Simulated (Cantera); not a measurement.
Input (Python, Cantera) and output of one run.

```python
import numpy as np
import cantera as ct

gas_names = [...]  # 123 gases of nasa_gas.yaml made of C, H, O, Si
cond_names = """
    C(gr) C6H6(L) C7H8(L) C8H18(L),n-octa H2O(s) H2O(L) Si(cr) Si(L) SiC(b) SiO2(Lqz) SiO2(hqz) SiO2(L)
""".split()


# ... load() reads the species with a 1 bar reference pressure and builds the phases ...
atoms = {
    'SiC': {'Si': 1, 'C': 1},
    'O2': {'O': 2},
    'H2': {'H': 2},
}
top_T = {'C(gr)': 4500, 'SiC(b)': 3050}  # K; cautious upper limits of use, not melting points


# ... equilibrate(T, P, feed) seeds the gas with the atoms and calls Mixture.equilibrate('TP', solver="vcs", rtol=1e-11, max_steps=5000) ...
results = []
feed = {'SiC': 1, 'O2': 0.024, 'H2': 390}  # mol
T = 2198  # K
P = 130  # Pa
mix = equilibrate(T, P, feed)
results.append((T, P, feed, dict(zip(mix.species_names, mix.species_moles))))
x = sorted(zip(gas.X, gas.species_names), reverse=True)
print(f"T = {T:g} K  P = {P:g} Pa  gas = {mix.phase_moles(0):.4g} mol")
print("   x: " + "  ".join(f"{s} {v:.3e}" for v, s in x if v > 0.0001))
print("   condensed (mol): " + ("  ".join(f"{mix.phase(i).name} {mix.phase_moles(i):.4g}"
      for i in range(1, mix.n_phases) if mix.phase_moles(i) > 1e-12) or "none"))
```

Result:

```
T = 2198 K  P = 130 Pa  gas = 421.1 mol
   x: H2 8.538e-01  H 1.427e-01  Si 2.226e-03  C2H2,acetylene 1.018e-03  CO 1.138e-04
   condensed (mol): none
```

Cantera equilibrium calculation (NASA polynomials, part measured and part estimated; ideal gas, pure solids and liquids).
